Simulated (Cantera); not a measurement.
A jet of CH4 : O2 : N2 = 0.013 : 0.2 : 0.79 (molar parts) at 300 K and 24000 Pa hits a platinum plate 5.9 cm away at a mass flux of 0.063 kg/m²/s; the plate temperature is set and raised in steps from an oxygen-covered start.

Detailed kinetics in Cantera: Deutschmann's 1995 Pt surface mechanism with GRI-Mech 3.0 gas chemistry. Catalytic surfaces can have several steady states; this one follows from the mechanism file's or the stated starting coverage.

x: mole fraction at the wall; θ: surface coverage.

```
plate T (K)  wall x CH4  wall x O2  wall x H2O   wall x OH  wall x CO  wall x CO2  θ free Pt   θ O*     θ OH*
-----------  ----------  ---------  ----------  ----------  ---------  ----------  ---------  -----  --------
900             0.00836      0.190     0.00858  (withheld)    2.58e-6     0.00563      0.131  0.868   0.00102
950             0.00598      0.185      0.0130  (withheld)    2.53e-6     0.00852      0.184  0.815   0.00117
1000            0.00415      0.181      0.0163  (withheld)    2.34e-6      0.0107      0.242  0.757   0.00121
1050            0.00292      0.178      0.0185  (withheld)    2.15e-6      0.0122      0.302  0.697   0.00117
1100            0.00199      0.176      0.0200  (withheld)    2.73e-6      0.0131      0.362  0.636   0.00109
1150            0.00138      0.175      0.0211  (withheld)    3.28e-6      0.0138      0.422  0.577  0.001000
```

Problem. What belongs in the gaps?

Solution. 
- 900, wall x OH: 1.55e-8
- 950, wall x OH: 4.94e-8
- 1000, wall x OH: 1.36e-7
- 1050, wall x OH: 3.30e-7
- 1100, wall x OH: 7.60e-7
- 1150, wall x OH: 1.53e-6
